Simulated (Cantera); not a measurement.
Feed: 1 mol TEOS, 6.1 mol H₂O, 0.21 mol H₂, 5.1 mol CO₂, at 500 K and 5.90 mbar.

These are equilibrium values from Cantera (NASA tables, ideal gas, pure condensed phases), not measurements of a reactor. Candidate condensed phases: C, C₆H₆, C₇H₈, C₈H₁₈, H₂O, Si, SiC, SiO₂; 123 gas species. The feed counts by its element totals alone. Equilibrium is a limit: real reactors are often held back by kinetics, nucleation or transport.

Base state: H₂O 0.575, CO₂ 0.217, CH₄ 0.118, H₂ 0.0894, CO 0.000246 (mole fractions); condensed: C(graphite) + SiO₂(α-quartz).

**Question.** What changes in the equilibrium state with this change: temperature from 500 K to 1798 K?

**Answer.** 
```
species                 before    after
--------------------  --------  -------
H₂                      0.0894    0.411
CO                    0.000246    0.408
H₂O                      0.575    0.141
CH₄                      0.118    <1e-9
CO₂                      0.217   0.0366
SiO                      <1e-9  0.00104
H                        <1e-9  0.00294
OH                       <1e-9  6.61e-5
C(graphite), mol          7.02        0
SiO₂(α-quartz), mol       1.00        0
SiO₂(condensed), mol         0    0.969
```
The tables hold silica as quartz up to 1696 K and as liquid above; real silica turns to tridymite and cristobalite and melts near 1996 K.
